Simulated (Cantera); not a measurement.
Mixture: CH₄ : CO : O₂ : N₂ = 1 : 0.58 : 1.91 : 4.77 (molar parts), at 22.0 bar, adiabatic and at constant pressure. Ignition delay is the time to a rise of 400 K.

Computed with Cantera and GRI-Mech 3.0 (53 species, 325 reactions). The pressure lies above the range GRI-Mech 3.0 was tuned for (to about 10 atm).

Question: Predict: delay at 1298 K; delay at 1373 K; delay at 1448 K; delay at 1523 K; delay at 1598 K; apparent activation energy between 1448 and 1598 K.

Answer: 
```json
{
 "delay at 1298 K": "0.805 ms",
 "delay at 1373 K": "0.331 ms",
 "delay at 1448 K": "0.147 ms",
 "delay at 1523 K": "69.7 µs",
 "delay at 1598 K": "35.0 µs",
 "apparent activation energy between 1448 and 1598 K": "180 kJ/mol"
}
```
